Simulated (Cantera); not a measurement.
A freely propagating, adiabatic, planar premixed flame of H2 : O2 : N2 = 1 : 0.333 : 1.25 (molar parts), equivalence ratio 1.5, unburnt at 700 K and 5.00 bar; multicomponent transport, grid criteria slope 0.08 and curve 0.16, no radiation.

Computed with Cantera and the H2/O2 subset of GRI-Mech 3.0, which has no nitrogen chemistry. The hydrogen kinetics of GRI-Mech 3.0 are dated; newer H2 mechanisms differ, most at raised pressure. Burning velocities carry a grid error of a few per cent, more on coarse grids.

x: mole fraction of selected species; z is measured from the peak of heat release.

| z (mm) | T (K) | u (m/s) | x H2 | x O2 | x HO2 | x OH | x H2O | x H2O2 |
|---|---|---|---|---|---|---|---|---|
| -0.182 | 700 | 12.1 | 0.387 | 0.129 | <1e-8 | <1e-8 | <1e-8 | <1e-8 |
| -0.121 | 700 | 12.1 | 0.387 | 0.129 | <1e-8 | <1e-8 | <1e-8 | <1e-8 |
| -0.0908 | 700 | 12.1 | 0.387 | 0.129 | 2.06e-8 | <1e-8 | 1.35e-8 | <1e-8 |
| -0.0605 | 700 | 12.1 | 0.387 | 0.129 | 2.39e-6 | <1e-8 | 1.20e-6 | <1e-8 |
| -0.0303 | 730 | 12.6 | 0.382 | 0.129 | 0.000539 | 8.41e-5 | 0.00134 | … |
| -0.0151 | 981 | 16.5 | 0.346 | 0.121 | 0.000578 | 0.00112 | 0.0248 | … |
| 0 | 1429 | 23.2 | 0.252 | 0.0828 | 0.000276 | 0.00393 | 0.108 | … |
| 0.0151 | 1753 | 28.0 | 0.166 | 0.0330 | 0.000103 | 0.00862 | 0.203 | … |
| 0.0303 | 1915 | 30.3 | 0.136 | 0.0121 | 3.62e-5 | 0.0113 | 0.243 | … |
| 0.0605 | 2070 | 32.5 | 0.130 | 0.00414 | 1.20e-5 | 0.0125 | 0.260 | … |
| 0.121 | 2216 | 34.4 | 0.134 | 0.00225 | 6.27e-6 | 0.0117 | 0.269 | … |
| 0.242 | 2342 | 36.0 | 0.138 | 0.00119 | 3.22e-6 | 0.00960 | 0.277 | … |
| 0.484 | 2437 | 37.2 | 0.141 | 0.000547 | 1.42e-6 | 0.00705 | 0.284 | … |

**Question.** Some entries are withheld; supply them.

**Answer.** 
- -0.0303, x H2O2: 7.43e-6
- -0.0151, x H2O2: 3.46e-5
- 0, x H2O2: 1.11e-5
- 0.0151, x H2O2: 3.33e-6
- 0.0303, x H2O2: 2.01e-6
- 0.0605, x H2O2: 1.13e-6
- 0.121, x H2O2: 6.62e-7
- 0.242, x H2O2: 4.03e-7
- 0.484, x H2O2: 2.40e-7
